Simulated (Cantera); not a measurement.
A perfectly stirred reactor is fed with CH4 : C2H6 : C3H8 : O2 : N2 = 1 : 0.16 : 0.24 : 6.84 : 25.7 (molar parts), equivalence ratio 0.55, at 0.553 atm; it is adiabatic with a 773 K inlet, and is followed from long to short residence time, starting on the burning branch (τ in s: 0.043, 0.019, 0.0084, 0.0037, 0.0017, 0.00074, 0.00033, 0.00015, 6.4e-05, 2.9e-05, 1.3e-05, 5.6e-06).

Model: GRI-Mech 3.0 (53 species, 325 reactions), integrated in Cantera. GRI-Mech 3.0 was tuned for natural gas; its chemistry of propane as a main component is partial and can be far from experiment.

x: mole fraction; the columns are a selection and need not sum to one.

| τ (s) | T (K) | x CH4 | x C2H6 | x C3H8 | x CH2CO | x HCN |
|---|---|---|---|---|---|---|
| 0.043 | 1944 | 5.81e-6 | 2.02e-7 | 3.00e-7 | 8.98e-7 | 1.01e-8 |
| 0.019 | 1929 | 9.84e-6 | 3.65e-7 | 5.38e-7 | 1.57e-6 | 1.07e-8 |
| 0.0084 | 1906 | … | … | … | … | … |
| 0.0037 | 1875 | 2.97e-5 | 1.18e-6 | 1.67e-6 | 4.18e-6 | 1.73e-8 |
| 0.0017 | 1836 | 5.33e-5 | 2.14e-6 | 2.95e-6 | 6.48e-6 | 2.57e-8 |
| 0.00074 | 1784 | 0.000108 | 4.32e-6 | 5.82e-6 | 1.07e-5 | 4.21e-8 |
| 0.00033 | 1721 | 0.000242 | 9.62e-6 | 1.27e-5 | 1.92e-5 | 7.31e-8 |
| 0.00015 | 1642 | 0.000693 | 2.75e-5 | 3.63e-5 | 4.51e-5 | 1.45e-7 |
| 6.4e-5 | 773 | 0.0295 | 0.00471 | 0.00707 | <1e-12 | <1e-12 |
| 2.9e-5 | 773 | 0.0295 | 0.00471 | 0.00707 | <1e-12 | <1e-12 |
| 1.3e-5 | 773 | 0.0295 | 0.00471 | 0.00707 | <1e-12 | <1e-12 |
| 5.6e-6 | 773 | 0.0295 | 0.00471 | 0.00707 | <1e-12 | <1e-12 |

Problem. What belongs in the gaps?

Solution. 
- 0.0084, x CH4: 1.68e-5
- 0.0084, x C2H6: 6.53e-7
- 0.0084, x C3H8: 9.46e-7
- 0.0084, x CH2CO: 2.60e-6
- 0.0084, x HCN: 1.26e-8
